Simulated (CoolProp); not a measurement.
Methane along the isobar 6.65 MPa: fugacity coefficient from the reference equation and from simpler models built on Tc = 190.6 K, pc = 4.599 MPa, ω = 0.011; each cubic takes its own stable root.

The numbers come from the reference Helmholtz-energy equation of state, Setzmann 1991 in CoolProp.

```
T (K)          phase  reference  Redlich-Kwong  Soave-Redlich-Kwong
-----  -------------  ---------  -------------  -------------------
156.6         liquid     0.2061         0.2055               0.2104
183.4         liquid     0.4337         0.4406               0.4409
210.3  supercritical     0.6589         0.6569               0.6579
237.2  supercritical     0.7701         0.7666               0.7698
264    supercritical     0.8382         0.8342               0.8398
290.9  supercritical     0.8844         0.8803               0.8879
317.8  supercritical     0.9172         0.9128               0.9220
344.6  supercritical     0.9409         0.9363               0.9467
371.5  supercritical     0.9586         0.9538               0.9650
398.4  supercritical     0.9720         0.9669               0.9788
```
